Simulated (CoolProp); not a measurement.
Vapour-liquid equilibrium of R134a (1) + R152A (2) at 0.00218 MPa; x and y are mole fractions of (1).

The numbers come from the multi-fluid Helmholtz-energy mixture model, Tillner-Roth 1994 and Outcalt 1996; pair parameters Lemmon 2004 in CoolProp.

Problem. Give the bubble temperature and the first vapour's composition at x = 0.55, 0.65, 0.95. Is there an azeotrope?

Solution. x = 0.55: 188.5 K, y = 0.569; x = 0.65: 188.4 K, y = 0.689; x = 0.95: 187.3 K, y = 0.968. y crosses x between x = 0.45 and 0.55: the model has an azeotrope there.

The pair parameters rest on a limited set of measurements; away from them the model extrapolates.
